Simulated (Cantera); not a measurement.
A Cantera script and its output.

```python
import numpy as np
import cantera as ct

gas = ct.Solution("gri30.yaml")
gas.TPX = 1625, 24000, {'CH4': 1, 'O2': 2.33, 'N2': 8.74, 'H2O': 0.53}
reactor = ct.IdealGasConstPressureReactor(gas, energy="on", clone=False)
net = ct.ReactorNet([reactor])
net.rtol, net.atol = 1e-08, 1e-16
show = ['CH4', 'O2', 'H', 'C2H', 'O']
times = np.geomspace(1e-06, 3, 13)

steps = ct.SolutionArray(gas, extra=["t"])
rows = []
print(f"{'t/s':>10s}{'T/K':>9s}{'P/Pa':>11s}" + "".join(f"{s:>11s}" for s in show))
for t in times:
    while net.time < t:
        t_next = net.step()
        steps.append(gas.state, t=t_next)
    rows.append([np.interp(t, steps.t, y) for y in (steps.T, steps.P, *steps(*show).X.T)])
    print(f"{t:10.3e}{rows[-1][0]:9.1f}{rows[-1][1]:11.4g}" + "".join(f"{x:11.3e}" for x in rows[-1][2:]))
rate = np.gradient(steps.T, steps.t)
print("integrator steps:", len(steps.t))
if steps.T.max() > steps.T[0] + 200:
    print(f"time of steepest temperature rise: {steps.t[rate.argmax()]:.4e} s")
gas.TPX = 1625, 24000, {'CH4': 1, 'O2': 2.33, 'N2': 8.74, 'H2O': 0.53}
gas.equilibrate("HP")
print(f"equilibrium (HP): T = {gas.T:.1f} K  " + "  ".join(f"{s} {gas[s].X[0]:.3e}" for s in show))
```

Result:

```
       t/s      T/K       P/Pa        CH4         O2          H        C2H          O
 1.000e-06   1625.0    2.4e+04  7.936e-02  1.849e-01  5.030e-08  1.972e-29  7.195e-09
 3.465e-06   1625.0    2.4e+04  7.936e-02  1.849e-01  8.396e-08  5.291e-26  3.066e-08
 1.201e-05   1625.0    2.4e+04  7.936e-02  1.849e-01  9.184e-08  6.179e-23  4.588e-08
 4.162e-05   1625.0    2.4e+04  7.935e-02  1.849e-01  1.046e-07  3.519e-20  6.375e-08
 1.442e-04   1624.9    2.4e+04  7.930e-02  1.849e-01  1.676e-07  2.474e-17  1.473e-07
 4.998e-04   1625.2    2.4e+04  7.876e-02  1.846e-01  9.450e-07  6.371e-14  8.442e-07
 1.732e-03   2406.1    2.4e+04  2.745e-17  4.374e-02  1.989e-02  4.797e-22  1.553e-02
 6.002e-03   2602.0    2.4e+04  7.813e-17  3.871e-02  1.037e-02  2.627e-21  9.702e-03
 2.080e-02   2599.2    2.4e+04  8.355e-17  3.629e-02  1.006e-02  2.640e-21  9.081e-03
 7.208e-02   2597.8    2.4e+04  8.469e-17  3.566e-02  9.996e-03  2.629e-21  8.934e-03
 2.498e-01   2597.8    2.4e+04  8.469e-17  3.566e-02  9.996e-03  2.629e-21  8.934e-03
 8.657e-01   2597.8    2.4e+04  8.469e-17  3.566e-02  9.996e-03  2.629e-21  8.934e-03
 3.000e+00   2597.8    2.4e+04  8.469e-17  3.566e-02  9.996e-03  2.629e-21  8.934e-03
integrator steps: 1716
time of steepest temperature rise: 1.3014e-03 s
equilibrium (HP): T = 2597.8 K  CH4 1.161e-16  O2 3.566e-02  H 9.996e-03  C2H 2.795e-21  O 8.934e-03
```

Detailed kinetics in Cantera: GRI-Mech 3.0 (53 species, 325 reactions).
